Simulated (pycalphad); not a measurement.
**Effect of B content in Ti-B**

All values are pycalphad results on the COST 507 light-alloy database (1999) (1 atm), not direct measurements. The data set is of 1999 and partly superseded. Phase fractions are per mole of atoms.

| alloy | liquidus (K) | first solid | solidus (K) | phases at 1375 K |
|---|---|---|---|---|
| Ti-13.98B (at.%) | 1931 | BM | 1814 | BCC_A2 0.72, BM 0.28 |
| Ti-27.95B (at.%) | 2186 | BM | 1814 | BM 0.56, BCC_A2 0.44 |
| Ti-55.9B (at.%) | … | … | … | … |

Q: Complete the blanks.

A: 
- Ti-55.9B (at.%), liquidus (K): 3314
- Ti-55.9B (at.%), first solid: B2M
- Ti-55.9B (at.%), solidus (K): 2456
- Ti-55.9B (at.%), phases at 1375 K: B4M3 0.83, BM 0.17

Database names, with the compositions (at.%) that they take in these runs: BM: Ti 50 B 50; B2M: B 67 Ti 33; B4M3: B 57 Ti 43. BCC_A2 is bcc.
